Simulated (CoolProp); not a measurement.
Vapour-liquid equilibrium of propylene (1) + R134a (2) at 1.87 MPa; x and y are mole fractions of (1).

Model: multi-fluid Helmholtz-energy mixture model, Lemmon 2013 and Tillner-Roth 1994; pair parameters Bell 2016, in CoolProp.

```tsv
x	bubble temperature, mixture model (°C)	bubble temperature, Raoult's law (°C)	y, mixture model	y, Raoult's law
0.05	61.2	63.5	0.095	0.073
0.15	55.6	61.5	0.254	0.209
0.25	51.3	59.4	0.376	0.334
0.35	48.1	57.5	0.472	0.450
0.45	45.9	55.5	0.550	0.555
0.55	44.3	53.7	0.619	0.653
0.65	43.4	51.8	0.685	0.742
0.75	43.0	50.0	0.754	0.824
0.85	43.2	48.2	0.834	0.899
0.95	44.5	46.5	0.936	0.968
```

The largest gap from Raoult's law is -9.6 K in bubble temperature, at x = 0.45. y crosses x between x = 0.75 and 0.85: the model has an azeotrope there.

The pair parameters rest on a limited set of measurements; away from them the model extrapolates.
